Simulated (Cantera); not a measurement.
Input (Python, Cantera) and output of one run.

```python
import numpy as np
import cantera as ct

gas_names = """
    C CO COS CO2 CS CS2 C2 C2O C3 C3O2 C4 C5 Fe FeC5O5 FeO O O2 O3 S SO SO2 SO3 S2 S2O S8
""".split()
cond_names = """
    C(gr) Fe(a) Fe(c) Fe(d) Fe(L) FeC5O5(L) FeO(s) FeO(L) FeS(a) FeS(b) FeS(c) FeS(L) FeSO4(s) FeS2(s)
    Fe2O3(s) Fe2S3O12(s) Fe3O4(s) S(cr1) S(cr2) S(L)
""".split()


# ... load() reads the species with a 1 bar reference pressure and builds the phases ...
atoms = {
    'FeS': {'Fe': 1, 'S': 1},
    'O2': {'O': 2},
    'CO2': {'C': 1, 'O': 2},
}
top_T = {'C(gr)': 4500, 'FeSO4(s)': 950, 'FeS2(s)': 1010, 'Fe2O3(s)': 1830, 'Fe2S3O12(s)': 1100, 'Fe3O4(s)': 1870}  # K; cautious upper limits of use, not melting points


# ... equilibrate(T, P, feed) seeds the gas with the atoms and calls Mixture.equilibrate('TP', solver="vcs", rtol=1e-11, max_steps=5000) ...
results = []
feed = {'FeS': 1, 'O2': 2.7, 'CO2': 0.034}  # mol
P = 10000  # Pa
for T in [800, 900, 1000, 1100, 1200, 1300, 1400, 1500, 1600, 1700, 1800]:
    mix = equilibrate(T, P, feed)
    results.append((T, P, feed, dict(zip(mix.species_names, mix.species_moles))))

top = {s: max(r[3][s] / sum(r[3][g] for g in gas_names) for r in results) for s in gas_names}
cols = sorted((s for s in top if top[s] > 1e-05), key=lambda s: -top[s])[:9]
seen = [c for c in cond_names if any(r[3].get(c, 0) > 1e-12 for r in results)]
print("log10 of partial pressures in bar; condensed amounts in mol")
print(f"{'T/K':>10s}" + "".join(f"{s[:9]:>10s}" for s in cols + seen))
for T, P, feed, n in results:
    ng = sum(n[g] for g in gas_names)
    print(f"{T:10.4g}" + "".join(f"{np.log10(max(n[s] / ng * P / 1e5, 1e-99)):10.3f}" for s in cols)
          + "".join(f"{n.get(c, 0):10.4g}" for c in seen))
```

Result:

```
log10 of partial pressures in bar; condensed amounts in mol
       T/K        O2       SO2       SO3       CO2         O        SO        CO  Fe2O3(s) Fe2S3O12(  Fe3O4(s)
       800    -1.037    -3.946    -2.927    -2.159   -13.617   -19.095   -15.551    0.1688    0.3312         0
       900    -1.284    -1.751    -1.569    -2.487   -11.911   -14.583   -13.702    0.3221    0.1779         0
      1000    -1.356    -1.406    -1.827    -2.735   -10.482   -12.445   -12.272       0.5         0         0
      1100    -1.335    -1.339    -2.212    -2.753    -9.270   -10.953   -10.960       0.5         0         0
      1200    -1.326    -1.315    -2.568    -2.760    -8.264    -9.737    -9.855       0.5         0         0
      1300    -1.323    -1.306    -2.881    -2.763    -7.414    -8.717    -8.917       0.5         0         0
      1400    -1.321    -1.302    -3.152    -2.765    -6.685    -7.847    -8.112       0.5         0         0
      1500    -1.321    -1.300    -3.388    -2.765    -6.052    -7.094    -7.415       0.5         0         0
      1600    -1.302    -1.317    -3.603    -2.783    -5.489    -6.464    -6.833         0         0    0.3333
      1700    -1.302    -1.317    -3.784    -2.784    -5.000    -5.884    -6.296         0         0    0.3333
      1800    -1.302    -1.316    -3.945    -2.784    -4.566    -5.369    -5.820         0         0    0.3333
```

Method: chemical equilibrium by Gibbs-energy minimisation in Cantera with the NASA 1993 tables (ideal gas, pure condensed phases).
